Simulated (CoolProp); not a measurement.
Aqueous ethylene glycol as a coolant, 21 % by mass, freezing at -8.5 °C, 1 atm.

Computed with CoolProp (Melinder's fits for secondary coolants).

```json
[
 {"T (°C)": "-3.9", "density (kg/m³)": "1031", "Prandtl number": "30.6", "viscosity (mPa s)": "3.80", "cp (kJ/(kg K))": "3.835"},
 {"T (°C)": "2.2", "density (kg/m³)": "1030", "Prandtl number": "24.1", "viscosity (mPa s)": "3.02", "cp (kJ/(kg K))": "3.846"},
 {"T (°C)": "8.2", "density (kg/m³)": "1029", "Prandtl number": "19.3", "viscosity (mPa s)": "2.46", "cp (kJ/(kg K))": "3.857"},
 {"T (°C)": "14.3", "density (kg/m³)": "1027", "Prandtl number": "15.7", "viscosity (mPa s)": "2.02", "cp (kJ/(kg K))": "3.869"},
 {"T (°C)": "20.4", "density (kg/m³)": "1025", "Prandtl number": "13.0", "viscosity (mPa s)": "1.69", "cp (kJ/(kg K))": "3.880"},
 {"T (°C)": "26.4", "density (kg/m³)": "1023", "Prandtl number": "10.9", "viscosity (mPa s)": "1.43", "cp (kJ/(kg K))": "3.892"},
 {"T (°C)": "32.5", "density (kg/m³)": "1021", "Prandtl number": "9.30", "viscosity (mPa s)": "1.23", "cp (kJ/(kg K))": "3.904"}
]
```
